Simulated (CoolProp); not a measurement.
R1234ze(E) along the isobar 6.29 MPa: Z from the reference equation and from simpler models built on Tc = 382.5 K, pc = 3.635 MPa, ω = 0.313; each cubic takes its own stable root.

The numbers come from the reference Helmholtz-energy equation of state, Thol 2016 in CoolProp.

| T (K) | phase | reference |
|---|---|---|
| 212.2 | liquid | 0.2876 |
| 225.2 | liquid | 0.2772 |
| 238.2 | liquid | 0.2683 |
| 251.2 | liquid | 0.2607 |
| 264.2 | liquid | 0.2544 |
| 277.2 | liquid | 0.2491 |
| 290.2 | liquid | 0.2450 |
| 303.1 | liquid | 0.2421 |
| 316.1 | liquid | 0.2404 |
| 329.1 | liquid | 0.2400 |

Problem. How far does each simpler model (van der Waals, Soave-Redlich-Kwong) lie from the reference over these 10 states: mean and median of the absolute difference, and the worst?

Solution. 
- van der Waals: mean 62.1 %, median 62.3 %, worst +66.1 % at 212.2 K and 6.29 MPa
- Soave-Redlich-Kwong: mean 10.4 %, median 10.2 %, worst +11.9 % at 329.1 K and 6.29 MPa
